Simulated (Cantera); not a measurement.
Cantera run:

```python
import numpy as np
import cantera as ct

gas_names = """
    CL CL2 H HCL H2 Si SiCL SiCL2 SiCL3 SiCL4 SiH SiHCL3 SiH2 SiH2CL2 SiH3 SiH3CL SiH4 Si2 Si3
""".split()
cond_names = """
    Si(cr) Si(L)
""".split()


def load(file, names, dense=False):
    # The tables refer to 1 bar. Condensed volumes are neglected.
    table = {s.name: s for s in ct.Species.list_from_file(file)}
    out = []
    for n in names:
        d = dict(table[n].input_data)
        d["thermo"] = dict(d["thermo"], **{"reference-pressure": 1e5})
        if dense:
            d["equation-of-state"] = {"model": "constant-volume", "density": "1e6 g/cm^3"}
        out.append(ct.Species.from_dict(d))
    return out


gas = ct.Solution(thermo="ideal-gas", species=load("nasa_gas.yaml", gas_names))
cond = {s.name: ct.Solution(thermo="fixed-stoichiometry", species=[s], name=s.name)
        for s in load("nasa_condensed.yaml", cond_names, dense=True)}
atoms = {
    'SiCl4': {'Si': 1, 'CL': 4},
    'H2': {'H': 2},
    'HCl': {'H': 1, 'CL': 1},
}
top_T = {}  # K; cautious upper limits of use, not melting points


def equilibrate(T, P, feed):
    n = {}
    for name, mol in feed.items():
        for a, k in atoms[name].items():
            n[a] = n.get(a, 0.0) + k * mol
    gas.TPX = T, P, n
    mass = sum(n.values()) * gas.mean_molecular_weight
    gas.equilibrate("TP")
    valid = [c for c in cond.values() if c.min_temp <= T <= top_T.get(c.name, c.max_temp)]
    mix = ct.Mixture([(gas, mass / gas.mean_molecular_weight)] + [(c, 0.0) for c in valid])
    mix.T, mix.P = T, P
    mix.equilibrate("TP", solver="vcs", rtol=1e-11, max_steps=5000)
    return mix


results = []
feed = {'SiCl4': 1, 'H2': 390, 'HCl': 0.2}  # mol
T = 1150  # K
P = 2100  # Pa
mix = equilibrate(T, P, feed)
results.append((T, P, feed, dict(zip(mix.species_names, mix.species_moles))))
print(gas.report(threshold=0.001))
for i in range(1, mix.n_phases):
    print(f"{mix.phase(i).name:16s} {mix.phase_moles(i):12.5e} mol")
```

Output:

```
       temperature   1150 K
          pressure   2100 Pa
           density   0.00052557 kg/m^3
  mean mol. weight   2.393 kg/kmol
   phase of matter   gas

                          1 kg             1 kmol
                     ---------------   ---------------
          enthalpy        1.0147e+07        2.4281e+07  J
   internal energy        6.1513e+06         1.472e+07  J
           entropy             85142        2.0374e+05  J/K
    Gibbs function       -8.7766e+07       -2.1002e+08  J
 heat capacity c_p             12909             30890  J/K
 heat capacity c_v              9434             22575  J/K

                      mass frac. Y      mole frac. X     chem. pot. / RT
                     ---------------   ---------------   ---------------
               HCL           0.15345          0.010072           -42.759
                H2           0.83374           0.98964           -21.738
     [  +17 minor]          0.012813        0.00028636

Si(cr)            8.87898e-01 mol
```

Equilibrium computed with Cantera from the NASA thermochemical tables; the gas is ideal and each condensed phase is pure. The tables' values for SiCl3 are old estimates; treat these amounts as uncertain.
